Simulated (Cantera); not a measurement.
An adiabatic, constant-volume homogeneous reactor starts with H₂ : O₂ : N₂ = 1 : 1.19 : 4.48 (molar parts), at 1175 K and 1.00 bar. Integrator tolerance rtol = 1e-08.

Computed with Cantera and the H2/O2 subset of GRI-Mech 3.0, which has no nitrogen chemistry.

Question: What does this change do: pressure from 1.00 bar to 2.20 bar?

Answer: 
| quantity | before | after |
|---|---|---|
| time of steepest temperature rise | 56.2 µs | 29.6 µs |
| temperature at 1.00 s | 2420 K | 2436 K |
| equilibrium temperature | 2420 K | 2436 K |
| x(H₂) at 1.00 s | 0.00136 (gas-phase equilibrium 0.00136) | 0.00100 (gas-phase equilibrium 0.00100) |
| x(O₂) at 1.00 s | 0.108 (gas-phase equilibrium 0.108) | 0.109 (gas-phase equilibrium 0.109) |
| x(O) at 1.00 s | 0.00231 (gas-phase equilibrium 0.00231) | 0.00169 (gas-phase equilibrium 0.00169) |
| x(HO₂) at 1.00 s | 1.03e-5 (gas-phase equilibrium 1.03e-5) | 1.32e-5 (gas-phase equilibrium 1.32e-5) |
| x(OH) at 1.00 s | 0.0100 (gas-phase equilibrium 0.0100) | 0.00873 (gas-phase equilibrium 0.00873) |
| x(H₂O) at 1.00 s | 0.155 (gas-phase equilibrium 0.155) | 0.156 (gas-phase equilibrium 0.156) |
The hydrogen kinetics of GRI-Mech 3.0 are dated; newer H2 mechanisms differ, most at raised pressure.

Question: What does this change do: initial temperature 1175 to 975 K?

Answer: 
| quantity | before | after |
|---|---|---|
| time of steepest temperature rise | 56.2 µs | 0.609 ms |
| temperature at 1.00 s | 2420 K | 2287 K |
| equilibrium temperature | 2420 K | 2287 K |
| x(H₂) at 1.00 s | 0.00136 (gas-phase equilibrium 0.00136) | 0.000627 (gas-phase equilibrium 0.000627) |
| x(O₂) at 1.00 s | 0.108 (gas-phase equilibrium 0.108) | 0.110 (gas-phase equilibrium 0.110) |
| x(O) at 1.00 s | 0.00231 (gas-phase equilibrium 0.00231) | 0.00104 (gas-phase equilibrium 0.00104) |
| x(HO₂) at 1.00 s | 1.03e-5 (gas-phase equilibrium 1.03e-5) | 7.34e-6 (gas-phase equilibrium 7.34e-6) |
| x(OH) at 1.00 s | 0.0100 (gas-phase equilibrium 0.0100) | 0.00617 (gas-phase equilibrium 0.00617) |
| x(H₂O) at 1.00 s | 0.155 (gas-phase equilibrium 0.155) | 0.158 (gas-phase equilibrium 0.158) |
